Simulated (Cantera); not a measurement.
**Adiabatic ignition**

An adiabatic, constant-pressure homogeneous reactor starts with CH4 : O2 : N2 = 1 : 3.39 : 12.7 (molar parts), at 1675 K and 21000 Torr.

Model: GRI-Mech 3.0 (53 species, 325 reactions), integrated in Cantera. The pressure lies above the range GRI-Mech 3.0 was tuned for (to about 10 atm).

```
t (s)     T (K)   x CH4    x O2     x HCN    x HCO      x NO     x CH2    x CH2O
--------  -----  ------  ------  --------  -------  --------  --------  --------
2.00e-6    1675  0.0584   0.198    <1e-12  1.80e-9  1.35e-12  5.59e-10   2.68e-5
6.32e-6    1679  0.0571   0.198    <1e-12  9.40e-8  2.40e-11   1.54e-8  0.000497
2.00e-5    2749  <1e-12  0.0801  5.91e-11  7.97e-9  0.000247    <1e-12  8.59e-11
6.32e-5    2753  <1e-12  0.0786  5.38e-11  6.16e-9   0.00267    <1e-12  6.82e-11
0.000200   2743  <1e-12  0.0758  6.92e-11  5.82e-9   0.00851    <1e-12  6.54e-11
0.000632   2730  <1e-12  0.0720  8.36e-11  5.40e-9    0.0162    <1e-12  6.19e-11
0.00200    2726  <1e-12  0.0709  8.68e-11  5.28e-9    0.0185    <1e-12  6.09e-11
0.00632    2726  <1e-12  0.0709  8.69e-11  5.28e-9    0.0186    <1e-12  6.09e-11
0.0200     2726  <1e-12  0.0709  8.69e-11  5.28e-9    0.0186    <1e-12  6.09e-11
0.0632     2726  <1e-12  0.0709  8.69e-11  5.28e-9    0.0186    <1e-12  6.09e-11
0.200      2726  <1e-12  0.0709  8.69e-11  5.28e-9    0.0186    <1e-12  6.09e-11
```
x: mole fraction; the columns are a selection and need not sum to one.

```
Quantity                                                              Result
---------------------------------  -----------------------------------------
time of steepest temperature rise                                    16.0 µs
temperature at 0.200 s                                                2726 K
equilibrium temperature                                               2726 K
x(CH4) at 0.200 s                      <1e-12 (gas-phase equilibrium <1e-12)
x(O2) at 0.200 s                       0.0709 (gas-phase equilibrium 0.0709)
x(HCN) at 0.200 s                  8.69e-11 (gas-phase equilibrium 8.69e-11)
```
